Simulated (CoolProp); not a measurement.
Vapour-liquid equilibrium of ethanol (1) + n-nonane (2) at 378.3 K; x and y are mole fractions of (1).

Model: multi-fluid Helmholtz-energy mixture model, Schroeder 2014 and Lemmon 2006; pair parameters Bell 2016, in CoolProp.

Question: Give the bubble pressure and the first vapour's composition at x = 0.15, 0.55, 0.65. Is there an azeotrope?

Answer: x = 0.15: 158.4 kPa, y = 0.848; x = 0.55: 234.1 kPa, y = 0.909; x = 0.65: 238.4 kPa, y = 0.913. No azeotrope shows between x = 0.05 and 0.95.

The pair parameters rest on a limited set of measurements; away from them the model extrapolates. With so large a gap from Raoult's law the liquid may split in two, which this calculation doesn't test in full.
